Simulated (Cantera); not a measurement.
A diamond (100) surface in a fixed gas of H2 with x(CH4) = 0.018, x(H) = 0.0016, at 1025 K, 0.0819 atm; coverages are run to steady state.

Detailed kinetics in Cantera: the Harris–Goodwin 1993 mechanism for the reconstructed diamond (100) surface.

θ: site fractions in the mechanism's names (c6HH fully hydrogenated, c6H* and c6*H radical sites, c6** diradical, c6HM methylated).

```
x(CH3)   growth (µm/h)  θ c6HH   θ c6H*  θ c6*H   θ c6**    θ c6HM
-------  -------------  ------  -------  ------  -------  --------
1e-06              [?]   0.577   0.0205   0.391   0.0110  0.000267
2.7e-06            [?]   0.577   0.0205   0.391   0.0110  0.000719
7.5e-06            [?]   0.576   0.0204   0.390   0.0109   0.00199
2e-05              [?]   0.573   0.0203   0.388   0.0109   0.00529
5.6e-05            [?]   0.566   0.0201   0.383   0.0107    0.0146
0.00015            [?]   0.547   0.0194   0.370   0.0102    0.0376
0.00042            [?]   0.502   0.0177   0.338  0.00894    0.0949
0.0011             [?]   0.419   0.0146   0.279  0.00674     0.199
0.0031             [?]   0.293  0.00992   0.189  0.00365     0.359
```

Question: Complete the blanks.

Answer: 
- 1e-06, growth (µm/h): 0.0427
- 2.7e-06, growth (µm/h): 0.115
- 7.5e-06, growth (µm/h): 0.319
- 2e-05, growth (µm/h): 0.847
- 5.6e-05, growth (µm/h): 2.33
- 0.00015, growth (µm/h): 6.01
- 0.00042, growth (µm/h): 15.2
- 0.0011, growth (µm/h): 31.8
- 0.0031, growth (µm/h): 57.0
